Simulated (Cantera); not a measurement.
Feed: 1 mol CH3Cl, 0.079 mol Si, 0.094 mol H2, equilibrated at 1150 K.

These are equilibrium values from Cantera (NASA tables, ideal gas, pure condensed phases), not measurements of a reactor. Candidate condensed phases: C, C6H6, C7H8, C8H18, Si, SiC; 109 gas species. Rates play no part.

Problem. Which condensed phases are stable at each of these points (P (Pa)): 1, 4.20, 18, 75, 320, 1300, 5600, 24000, 100000?

Solution. 
```
P (Pa)      condensed phases  Si condensed (%)
------  --------------------  ----------------
1       C(graphite) + SiC(s)              96.3
4.20    C(graphite) + SiC(s)              94.9
18      C(graphite) + SiC(s)              90.1
75      C(graphite) + SiC(s)              76.1
320     C(graphite) + SiC(s)              45.5
1300    C(graphite) + SiC(s)               3.2
5600             C(graphite)               0.0
24000            C(graphite)               0.0
100000           C(graphite)               0.0
```

From 1.00e-5 bar to 0.0130 bar the condensed part is C(graphite) + SiC(s). From 0.0560 bar to 1.00 bar the condensed part is C(graphite).
